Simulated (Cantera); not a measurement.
An adiabatic, constant-pressure homogeneous reactor starts with H2 : O2 : N2 = 1 : 0.238 : 0.895 (molar parts), equivalence ratio 2.1, at 1800 K and 4.93 atm. Integrator tolerance rtol = 1e-08.

Detailed kinetics in Cantera: GRI-Mech 3.0 (53 species, 325 reactions). The hydrogen kinetics of GRI-Mech 3.0 are dated; newer H2 mechanisms differ, most at raised pressure. Above 3000 K some thermodynamic fits are extrapolated.

### Question
What does this change do: initial temperature 1800 to 1400 K?

### Answer
```
quantity                                                              before                                      after
---------------------------------  -----------------------------------------  -----------------------------------------
time of steepest temperature rise                                    1.29 µs                                    4.49 µs
temperature at 8.00 s                                                 3017 K                                     2817 K
equilibrium temperature                                               3017 K                                     2817 K
x(H2) at 8.00 s                          0.259 (gas-phase equilibrium 0.259)        0.266 (gas-phase equilibrium 0.266)
x(O2) at 8.00 s                    0.000358 (gas-phase equilibrium 0.000358)    9.01e-5 (gas-phase equilibrium 9.01e-5)
x(NO) at 8.00 s                      0.00154 (gas-phase equilibrium 0.00154)  0.000602 (gas-phase equilibrium 0.000602)
x(N2O) at 8.00 s                     1.49e-7 (gas-phase equilibrium 1.49e-7)    5.80e-8 (gas-phase equilibrium 5.80e-8)
x(NO2) at 8.00 s                     8.12e-8 (gas-phase equilibrium 8.12e-8)    1.85e-8 (gas-phase equilibrium 1.85e-8)
x(HO2) at 8.00 s                     8.30e-7 (gas-phase equilibrium 8.30e-7)    2.06e-7 (gas-phase equilibrium 2.06e-7)
x(H2O) at 8.00 s                         0.230 (gas-phase equilibrium 0.230)        0.242 (gas-phase equilibrium 0.242)
```

### Question
What does this change do: initial temperature 1800 to 1175 K?

### Answer
```json
[
 {"quantity": "time of steepest temperature rise", "before": "1.29 µs", "after": "29.7 µs"},
 {"quantity": "temperature at 8.00 s", "before": "3017 K", "after": "2682 K"},
 {"quantity": "equilibrium temperature", "before": "3017 K", "after": "2682 K"},
 {"quantity": "x(H2) at 8.00 s", "before": "0.259 (gas-phase equilibrium 0.259)", "after": "0.270 (gas-phase equilibrium 0.270)"},
 {"quantity": "x(O2) at 8.00 s", "before": "0.000358 (gas-phase equilibrium 0.000358)", "after": "3.08e-5 (gas-phase equilibrium 3.08e-5)"},
 {"quantity": "x(NO) at 8.00 s", "before": "0.00154 (gas-phase equilibrium 0.00154)", "after": "0.000290 (gas-phase equilibrium 0.000290)"},
 {"quantity": "x(N2O) at 8.00 s", "before": "1.49e-7 (gas-phase equilibrium 1.49e-7)", "after": "2.79e-8 (gas-phase equilibrium 2.79e-8)"},
 {"quantity": "x(NO2) at 8.00 s", "before": "8.12e-8 (gas-phase equilibrium 8.12e-8)", "after": "5.84e-9 (gas-phase equilibrium 5.84e-9)"},
 {"quantity": "x(HO2) at 8.00 s", "before": "8.30e-7 (gas-phase equilibrium 8.30e-7)", "after": "6.94e-8 (gas-phase equilibrium 6.94e-8)"},
 {"quantity": "x(H2O) at 8.00 s", "before": "0.230 (gas-phase equilibrium 0.230)", "after": "0.246 (gas-phase equilibrium 0.246)"}
]
```

### Question
What does this change do: constant volume in place of constant pressure?

### Answer
```tsv
quantity	before	after
time of steepest temperature rise	1.29 µs	1.27 µs
temperature at 8.00 s	3017 K	3171 K
equilibrium temperature	3017 K	3171 K
x(H2) at 8.00 s	0.259 (gas-phase equilibrium 0.259)	0.256 (gas-phase equilibrium 0.256)
x(O2) at 8.00 s	0.000358 (gas-phase equilibrium 0.000358)	0.000561 (gas-phase equilibrium 0.000561)
x(NO) at 8.00 s	0.00154 (gas-phase equilibrium 0.00154)	0.00229 (gas-phase equilibrium 0.00229)
x(N2O) at 8.00 s	1.49e-7 (gas-phase equilibrium 1.49e-7)	2.83e-7 (gas-phase equilibrium 2.83e-7)
x(NO2) at 8.00 s	8.12e-8 (gas-phase equilibrium 8.12e-8)	1.74e-7 (gas-phase equilibrium 1.74e-7)
x(HO2) at 8.00 s	8.30e-7 (gas-phase equilibrium 8.30e-7)	1.68e-6 (gas-phase equilibrium 1.68e-6)
x(H2O) at 8.00 s	0.230 (gas-phase equilibrium 0.230)	0.222 (gas-phase equilibrium 0.222)
```
